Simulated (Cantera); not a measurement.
Cantera run:

```python
import numpy as np
import cantera as ct

gas_names = [...]  # 123 gases of nasa_gas.yaml made of C, H, O, Si
cond_names = """
    C(gr) C6H6(L) C7H8(L) C8H18(L),n-octa H2O(s) H2O(L) Si(cr) Si(L) SiC(b) SiO2(Lqz) SiO2(hqz) SiO2(L)
""".split()


# ... load() reads the species with a 1 bar reference pressure and builds the phases ...
atoms = {
    'TEOS': {'Si': 1, 'C': 8, 'H': 20, 'O': 4},
    'O2': {'O': 2},
    'H2': {'H': 2},
}
top_T = {'C(gr)': 4500, 'SiC(b)': 3050}  # K; cautious upper limits of use, not melting points


# ... equilibrate(T, P, feed) seeds the gas with the atoms and calls Mixture.equilibrate('TP', solver="vcs", rtol=1e-11, max_steps=5000) ...
results = []
feed = {'TEOS': 1, 'O2': 18, 'H2': 30}  # mol
T = 1250  # K
P = 133.322  # Pa
mix = equilibrate(T, P, feed)
results.append((T, P, feed, dict(zip(mix.species_names, mix.species_moles))))
print(gas.report(threshold=1e-06))
for i in range(1, mix.n_phases):
    print(f"{mix.phase(i).name:16s} {mix.phase_moles(i):12.5e} mol")
```

Output:

```
       temperature   1250 K
          pressure   133.32 Pa
           density   0.00020971 kg/m^3
  mean mol. weight   16.348 kg/kmol
   phase of matter   gas

                          1 kg             1 kmol
                     ---------------   ---------------
          enthalpy       -8.4753e+06       -1.3855e+08  J
   internal energy        -9.111e+06       -1.4894e+08  J
           entropy             17707        2.8947e+05  J/K
    Gibbs function       -3.0609e+07       -5.0039e+08  J
 heat capacity c_p            2500.9             40884  J/K
 heat capacity c_v            1992.3             32569  J/K

                      mass frac. Y      mole frac. X     chem. pot. / RT
                     ---------------   ---------------   ---------------
                CO           0.13277          0.077487           -46.028
               CO2           0.24008          0.089179           -76.227
                 H        4.4525e-07         7.221e-06            -12.96
                H2          0.036689           0.29751           -25.921
               H2O           0.59047           0.53582            -56.12
     [ +118 minor]        1.4003e-07        1.3433e-07

C(gr)             0.00000e+00 mol
Si(cr)            0.00000e+00 mol
SiC(b)            0.00000e+00 mol
SiO2(hqz)         1.00000e+00 mol
```

Equilibrium computed with Cantera from the NASA thermochemical tables; the gas is ideal and each condensed phase is pure. The feed counts by its element totals alone. The tables hold silica as quartz up to 1696 K and as liquid above; real silica turns to tridymite and cristobalite and melts near 1996 K.
